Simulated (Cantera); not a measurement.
Cantera run:

```python
import numpy as np
import cantera as ct

gas_names = [...]  # 114 gases of nasa_gas.yaml made of C, Fe, H, O
cond_names = """
    C(gr) C6H6(L) C7H8(L) C8H18(L),n-octa Fe(a) Fe(c) Fe(d) Fe(L) FeC5O5(L) FeO(s) FeO(L) Fe(OH)2(s)
    Fe(OH)3(s) Fe2O3(s) Fe3O4(s) H2O(s) H2O(L)
""".split()


# ... load() reads the species with a 1 bar reference pressure and builds the phases ...
atoms = {
    'Fe(CO)5': {'Fe': 1, 'C': 5, 'O': 5},
    'H2': {'H': 2},
}
top_T = {'C(gr)': 4500, 'Fe2O3(s)': 1830, 'Fe3O4(s)': 1870}  # K; cautious upper limits of use, not melting points


# ... equilibrate(T, P, feed) seeds the gas with the atoms and calls Mixture.equilibrate('TP', solver="vcs", rtol=1e-11, max_steps=5000) ...
results = []
feed = {'Fe(CO)5': 1, 'H2': 3.2}  # mol
T = 1025  # K
for P in [10, 100, 1000, 10000, 100000, 1000000]:
    mix = equilibrate(T, P, feed)
    results.append((T, P, feed, dict(zip(mix.species_names, mix.species_moles))))
    x = sorted(zip(gas.X, gas.species_names), reverse=True)
    print(f"T = {T:g} K  P = {P:g} Pa  gas = {mix.phase_moles(0):.4g} mol")
    print("   x: " + "  ".join(f"{s} {v:.3e}" for v, s in x if v > 0.001))
    print("   condensed (mol): " + ("  ".join(f"{mix.phase(i).name} {mix.phase_moles(i):.4g}"
          for i in range(1, mix.n_phases) if mix.phase_moles(i) > 1e-12) or "none"))
```

It prints:

```
T = 1025 K  P = 10 Pa  gas = 8.2 mol
   x: CO 6.097e-01  H2 3.902e-01
   condensed (mol): C(gr) 0.0001474  Fe(a) 1
T = 1025 K  P = 100 Pa  gas = 8.198 mol
   x: CO 6.096e-01  H2 3.902e-01
   condensed (mol): C(gr) 0.001474  Fe(a) 1
T = 1025 K  P = 1000 Pa  gas = 8.184 mol
   x: CO 6.078e-01  H2 3.902e-01  CO2 1.271e-03
   condensed (mol): C(gr) 0.01463  Fe(a) 1
T = 1025 K  P = 10000 Pa  gas = 8.045 mol
   x: CO 5.913e-01  H2 3.894e-01  CO2 1.203e-02  H2O 6.109e-03  CH4 1.115e-03
   condensed (mol): C(gr) 0.137  Fe(a) 1
T = 1025 K  P = 100000 Pa  gas = 7.196 mol
   x: CO 4.848e-01  H2 3.756e-01  CO2 8.086e-02  H2O 4.832e-02  CH4 1.037e-02
   condensed (mol): C(gr) 0.8549  Fe(a) 1
T = 1025 K  P = 1e+06 Pa  gas = 4.951 mol
   x: H2 3.108e-01  CO 2.349e-01  H2O 1.936e-01  CO2 1.897e-01  CH4 7.098e-02
   condensed (mol): C(gr) 2.547  FeO(s) 1
```

These are equilibrium values from Cantera (NASA tables, ideal gas, pure condensed phases), not measurements of a reactor. The tables' stoichiometric FeO is somewhat more stable than real wüstite, so its field is too wide. FeO: taken at fixed stoichiometry. Condensed phases not in the tables: cementite and carbon dissolved in iron.
